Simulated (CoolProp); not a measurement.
Vapour-liquid equilibrium of benzene (1) + o-xylene (2) at 0.512 MPa; x and y are mole fractions of (1).

Values from CoolProp's multi-fluid Helmholtz-energy mixture model, Thol 2012 and Zhou 2012; pair parameters Bell 2016.

```json
[
 {"x": "0.05", "bubble temperature, mixture model (K)": "485.9", "bubble temperature, Raoult's law (K)": "484.2", "y, mixture model": "0.127", "y, Raoult's law": "0.167"},
 {"x": "0.2", "bubble temperature, mixture model (K)": "468.8", "bubble temperature, Raoult's law (K)": "466.5", "y, mixture model": "0.458", "y, Raoult's law": "0.504"},
 {"x": "0.35", "bubble temperature, mixture model (K)": "453.2", "bubble temperature, Raoult's law (K)": "452.9", "y, mixture model": "0.678", "y, Raoult's law": "0.699"},
 {"x": "0.5", "bubble temperature, mixture model (K)": "?", "bubble temperature, Raoult's law (K)": "441.9", "y, mixture model": "?", "y, Raoult's law": "0.819"},
 {"x": "0.65", "bubble temperature, mixture model (K)": "?", "bubble temperature, Raoult's law (K)": "432.9", "y, mixture model": "0.886", "y, Raoult's law": "0.898"},
 {"x": "0.8", "bubble temperature, mixture model (K)": "424.8", "bubble temperature, Raoult's law (K)": "425.4", "y, mixture model": "?", "y, Raoult's law": "0.952"},
 {"x": "0.95", "bubble temperature, mixture model (K)": "418.8", "bubble temperature, Raoult's law (K)": "418.9", "y, mixture model": "?", "y, Raoult's law": "0.990"}
]
```

Question: What belongs in the gaps?

Answer: 
- 0.5, bubble temperature, mixture model (K): 440.9
- 0.5, y, mixture model: 0.808
- 0.65, bubble temperature, mixture model (K): 431.8
- 0.8, y, mixture model: 0.940
- 0.95, y, mixture model: 0.985

The largest gap from Raoult's law is +2.3 K in bubble temperature, at x = 0.2. No azeotrope shows between x = 0.05 and 0.95.

The pair parameters rest on a limited set of measurements; away from them the model extrapolates. The gap from Raoult's law changes sign with composition, which may be real or a fault of the pair parameters; it wasn't checked against measurements.
